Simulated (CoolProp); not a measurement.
Vapour-liquid equilibrium of R114 (1) + R113 (2) at 53.55 °C; x and y are mole fractions of (1).

Computed with CoolProp (multi-fluid Helmholtz-energy mixture model, Platzer 1990 and Marx 1992; pair parameters Bell 2016). This equation is an older, rougher fit; its heat capacities, sound speeds and derivatives of the liquid may be far off and weren't checked against measurements.

```json
[
 {"x": "0.05", "bubble pressure (kPa)": "140.4", "y at the bubble point": "0.162", "dew pressure at overall composition x (kPa)": "127.9", "liquid density (mol/L)": "7.976"},
 {"x": "0.125", "bubble pressure (kPa)": "167.0", "y at the bubble point": "0.344", "dew pressure at overall composition x (kPa)": "136.0", "liquid density (mol/L)": "7.985"},
 {"x": "0.2", "bubble pressure (kPa)": "193.9", "y at the bubble point": "0.478", "dew pressure at overall composition x (kPa)": "145.2", "liquid density (mol/L)": "7.993"},
 {"x": "0.275", "bubble pressure (kPa)": "221.1", "y at the bubble point": "0.580", "dew pressure at overall composition x (kPa)": "155.8", "liquid density (mol/L)": "7.999"},
 {"x": "0.35", "bubble pressure (kPa)": "248.5", "y at the bubble point": "0.661", "dew pressure at overall composition x (kPa)": "168.0", "liquid density (mol/L)": "8.005"},
 {"x": "0.425", "bubble pressure (kPa)": "275.9", "y at the bubble point": "0.727", "dew pressure at overall composition x (kPa)": "182.3", "liquid density (mol/L)": "8.008"},
 {"x": "0.5", "bubble pressure (kPa)": "303.4", "y at the bubble point": "0.781", "dew pressure at overall composition x (kPa)": "199.2", "liquid density (mol/L)": "8.011"},
 {"x": "0.575", "bubble pressure (kPa)": "330.9", "y at the bubble point": "0.826", "dew pressure at overall composition x (kPa)": "219.5", "liquid density (mol/L)": "8.011"},
 {"x": "0.65", "bubble pressure (kPa)": "358.6", "y at the bubble point": "0.866", "dew pressure at overall composition x (kPa)": "244.3", "liquid density (mol/L)": "8.009"},
 {"x": "0.725", "bubble pressure (kPa)": "386.3", "y at the bubble point": "0.900", "dew pressure at overall composition x (kPa)": "275.2", "liquid density (mol/L)": "8.005"},
 {"x": "0.8", "bubble pressure (kPa)": "414.3", "y at the bubble point": "0.931", "dew pressure at overall composition x (kPa)": "314.5", "liquid density (mol/L)": "7.998"},
 {"x": "0.875", "bubble pressure (kPa)": "442.6", "y at the bubble point": "0.958", "dew pressure at overall composition x (kPa)": "365.8", "liquid density (mol/L)": "7.989"},
 {"x": "0.95", "bubble pressure (kPa)": "471.5", "y at the bubble point": "0.984", "dew pressure at overall composition x (kPa)": "433.8", "liquid density (mol/L)": "7.976"}
]
```

No azeotrope shows between x = 0.05 and 0.95.

Pair parameters are fitted to limited data, so mixtures are less certain than the pure fluids.
